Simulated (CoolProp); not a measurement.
A single-stage vapour-compression cycle with chlorine: evaporating at 199.15 K (dew point), condensing at 237.15 K (bubble point), superheat 5 K, subcooling 2 K, compressor efficiency 0.7, no pressure losses. Each further row changes one setting.

Computed with CoolProp (reference Helmholtz-energy equation of state, Thol 2021).

| case | cooling COP | pressure ratio | discharge temperature (K) | refrigerating effect (kJ/kg) | volumetric capacity (kJ/m³) |
|---|---|---|---|---|---|
| as stated | ? | 8.01 | 399.9 | 277 | 134 |
| evaporating temperature 204.15 K | 3.62 | 5.79 | 371.8 | ? | 183 |
| condensing temperature 232.15 K | 3.50 | 6.36 | ? | 282 | 137 |
| subcooling 7 K | ? | 8.01 | 399.9 | 282 | 137 |
| superheat 15 K | ? | 8.01 | 417.7 | 281 | ? |
| compressor efficiency 0.6 | 2.55 | 8.01 | ? | 277 | 134 |

**Question.** Fill in the missing entries.

**Answer.** 
- as stated, cooling COP: 2.97
- evaporating temperature 204.15 K, refrigerating effect (kJ/kg): 279
- condensing temperature 232.15 K, discharge temperature (K): 374.0
- subcooling 7 K, cooling COP: 3.02
- superheat 15 K, cooling COP: 2.88
- superheat 15 K, volumetric capacity (kJ/m³): 130
- compressor efficiency 0.6, discharge temperature (K): 430.8
